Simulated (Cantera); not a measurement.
## Thermodynamics of fluorocarbon and chlorocarbon gases, feed c-C₄F₈ + H₂

Input: 1 mol c-C₄F₈, 2.7 mol H₂, held at 0.133 bar.

Cantera equilibrium calculation (NASA polynomials, part measured and part estimated; ideal gas, pure solids and liquids). Candidate condensed phases: C, C₆H₆, C₇H₈, C₈H₁₈; 95 gas species. The feed counts by its element totals alone. Gases not in the tables: C₂F₆ and larger saturated fluorocarbons. The numbers say what is thermodynamically allowed, not how fast it happens.

```tsv
T (°C)	log p HF	log p CF₄	log p CF₂	log p F	n C(graphite)
1050	-0.92	-1.84	-6.60	-7.64	3.35
1150	-0.92	-1.84	-5.82	-6.76	3.35
1250	-0.92	-1.84	-5.14	-6.00	3.35
1350	-0.92	-1.84	-4.56	-5.33	3.35
1450	-0.92	-1.85	-4.04	-4.74	3.35
1550	-0.93	-1.85	-3.58	-4.21	3.34
1650	-0.93	-1.86	-3.17	-3.74	3.34
```
log p: log10 of the partial pressure in bar; n: condensed amount in mol.

From 1050 °C to 1650 °C the condensed part is C(graphite). The main C-bearing gas is CF₄ throughout.
